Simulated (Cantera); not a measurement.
What does this Cantera script print?

```python
import numpy as np
import cantera as ct

gas_names = [...]  # 87 gases of nasa_gas.yaml made of C, H, Si
cond_names = """
    C(gr) C6H6(L) C7H8(L) C8H18(L),n-octa Si(cr) Si(L) SiC(b)
""".split()


# ... load() reads the species with a 1 bar reference pressure and builds the phases ...
atoms = {
    'Si(CH3)4': {'Si': 1, 'C': 4, 'H': 12},
    'H2': {'H': 2},
    'CH4': {'C': 1, 'H': 4},
}
top_T = {'C(gr)': 4500, 'SiC(b)': 3050}  # K; cautious upper limits of use, not melting points


# ... equilibrate(T, P, feed) seeds the gas with the atoms and calls Mixture.equilibrate('TP', solver="vcs", rtol=1e-11, max_steps=5000) ...
results = []
feed = {'Si(CH3)4': 1, 'H2': 69, 'CH4': 0.73}  # mol
P = 1500  # Pa
for T in [2248, 2273, 2298, 2323, 2348, 2373, 2398, 2423, 2448, 2473, 2498]:
    mix = equilibrate(T, P, feed)
    results.append((T, P, feed, dict(zip(mix.species_names, mix.species_moles))))
    x = sorted(zip(gas.X, gas.species_names), reverse=True)
    print(f"T = {T:g} K  P = {P:g} Pa  gas = {mix.phase_moles(0):.4g} mol")
    print("   x: " + "  ".join(f"{s} {v:.3e}" for v, s in x if v > 1e-06))
    print("   condensed (mol): " + ("  ".join(f"{mix.phase(i).name} {mix.phase_moles(i):.4g}"
          for i in range(1, mix.n_phases) if mix.phase_moles(i) > 1e-12) or "none"))
```

It prints:

```
T = 2248 K  P = 1500 Pa  gas = 79.21 mol
   x: H2 9.330e-01  H 5.794e-02  Si 4.799e-03  C2H2,acetylene 3.091e-03  SiC2 5.512e-04  Si2C 3.306e-04  SiH 2.293e-04  SiH2 4.292e-05  Si2 1.043e-05  C2H 7.575e-06  C4H2 4.181e-06  CH3 3.657e-06  CH4 3.102e-06
   condensed (mol): C(gr) 3.623  SiC(b) 0.5005
T = 2273 K  P = 1500 Pa  gas = 79.72 mol
   x: H2 9.225e-01  H 6.588e-02  Si 6.489e-03  C2H2,acetylene 3.478e-03  SiC2 8.151e-04  Si2C 4.845e-04  SiH 2.944e-04  SiH2 5.095e-05  Si2 1.588e-05  C2H 1.047e-05  C4H2 5.362e-06  CH3 3.888e-06  CH4 2.883e-06  C2H2,vinylidene 1.161e-06
   condensed (mol): C(gr) 3.692  SiC(b) 0.3103
T = 2298 K  P = 1500 Pa  gas = 80.33 mol
   x: H2 9.104e-01  H 7.462e-02  Si 8.714e-03  C2H2,acetylene 3.895e-03  SiC2 1.195e-03  Si2C 7.039e-04  SiH 3.754e-04  SiH2 6.013e-05  Si2 2.393e-05  C2H 1.435e-05  C4H2 6.823e-06  CH3 4.116e-06  CH4 2.672e-06  C2H2,vinylidene 1.439e-06  SiC 1.302e-06  C3 1.074e-06
   condensed (mol): C(gr) 3.798  SiC(b) 0.05186
T = 2323 K  P = 1500 Pa  gas = 80.79 mol
   x: H2 8.996e-01  H 8.433e-02  Si 9.236e-03  C2H2,acetylene 4.355e-03  SiC2 1.379e-03  Si2C 6.398e-04  SiH 3.783e-04  SiH2 5.621e-05  Si2 2.256e-05  C2H 1.954e-05  C4H2 8.645e-06  CH3 4.357e-06  CH4 2.486e-06  C2H2,vinylidene 1.778e-06  C3 1.698e-06  SiC 1.603e-06
   condensed (mol): C(gr) 3.744
T = 2348 K  P = 1500 Pa  gas = 81.26 mol
   x: H2 8.883e-01  H 9.503e-02  Si 9.292e-03  C2H2,acetylene 4.854e-03  SiC2 1.508e-03  Si2C 5.263e-04  SiH 3.622e-04  SiH2 4.997e-05  C2H 2.642e-05  Si2 1.923e-05  C4H2 1.089e-05  CH3 4.601e-06  C3 2.657e-06  CH4 2.312e-06  C2H2,vinylidene 2.185e-06  SiC 1.866e-06  C 1.198e-06
   condensed (mol): C(gr) 3.643
T = 2373 K  P = 1500 Pa  gas = 81.77 mol
   x: H2 8.760e-01  H 1.067e-01  Si 9.304e-03  C2H2,acetylene 5.389e-03  SiC2 1.639e-03  Si2C 4.308e-04  SiH 3.452e-04  SiH2 4.426e-05  C2H 3.547e-05  Si2 1.629e-05  C4H2 1.362e-05  CH3 4.841e-06  C3 4.117e-06  C2H2,vinylidene 2.668e-06  SiC 2.156e-06  CH4 2.148e-06  C 1.762e-06  CH2 1.172e-06
   condensed (mol): C(gr) 3.533
T = 2398 K  P = 1500 Pa  gas = 82.33 mol
   x: H2 8.627e-01  H 1.195e-01  Si 9.277e-03  C2H2,acetylene 5.959e-03  SiC2 1.770e-03  Si2C 3.510e-04  SiH 3.277e-04  C2H 4.727e-05  SiH2 3.906e-05  C4H2 1.693e-05  Si2 1.374e-05  C3 6.320e-06  CH3 5.074e-06  C2H2,vinylidene 3.239e-06  C 2.571e-06  SiC 2.473e-06  CH4 1.991e-06  CH2 1.409e-06
   condensed (mol): C(gr) 3.412
T = 2423 K  P = 1500 Pa  gas = 82.95 mol
   x: H2 8.482e-01  H 1.333e-01  Si 9.214e-03  C2H2,acetylene 6.564e-03  SiC2 1.900e-03  SiH 3.098e-04  Si2C 2.850e-04  C2H 6.258e-05  SiH2 3.437e-05  C4H2 2.092e-05  Si2 1.154e-05  C3 9.614e-06  CH3 5.299e-06  C2H2,vinylidene 3.909e-06  C 3.721e-06  SiC 2.817e-06  CH4 1.842e-06  CH2 1.684e-06
   condensed (mol): C(gr) 3.28
T = 2448 K  P = 1500 Pa  gas = 83.63 mol
   x: H2 8.326e-01  H 1.483e-01  Si 9.121e-03  C2H2,acetylene 7.200e-03  SiC2 2.030e-03  SiH 2.920e-04  Si2C 2.307e-04  C2H 8.228e-05  SiH2 3.015e-05  C4H2 2.567e-05  C3 1.449e-05  Si2 9.651e-06  CH3 5.512e-06  C 5.346e-06  C2H2,vinylidene 4.688e-06  SiC 3.188e-06  CH2 2.001e-06  CH4 1.700e-06  C2 1.323e-06
   condensed (mol): C(gr) 3.138
T = 2473 K  P = 1500 Pa  gas = 84.37 mol
   x: H2 8.158e-01  H 1.644e-01  Si 9.001e-03  C2H2,acetylene 7.866e-03  SiC2 2.158e-03  SiH 2.742e-04  Si2C 1.863e-04  C2H 1.075e-04  C4H2 3.129e-05  SiH2 2.638e-05  C3 2.167e-05  Si2 8.050e-06  C 7.624e-06  CH3 5.710e-06  C2H2,vinylidene 5.590e-06  SiC 3.587e-06  CH2 2.364e-06  C2 1.986e-06  CH4 1.565e-06  CH 1.089e-06
   condensed (mol): C(gr) 2.985
T = 2498 K  P = 1500 Pa  gas = 85.18 mol
   x: H2 7.979e-01  H 1.818e-01  Si 8.857e-03  C2H2,acetylene 8.558e-03  SiC2 2.284e-03  SiH 2.568e-04  Si2C 1.502e-04  C2H 1.394e-04  C4H2 3.791e-05  C3 3.212e-05  SiH2 2.301e-05  C 1.079e-05  Si2 6.697e-06  C2H2,vinylidene 6.626e-06  CH3 5.891e-06  SiC 4.014e-06  C2 2.958e-06  CH2 2.777e-06  CH4 1.437e-06  CH 1.436e-06
   condensed (mol): C(gr) 2.821
```

These are equilibrium values from Cantera (NASA tables, ideal gas, pure condensed phases), not measurements of a reactor. Gases not in the tables: Si2H6 and higher silanes.
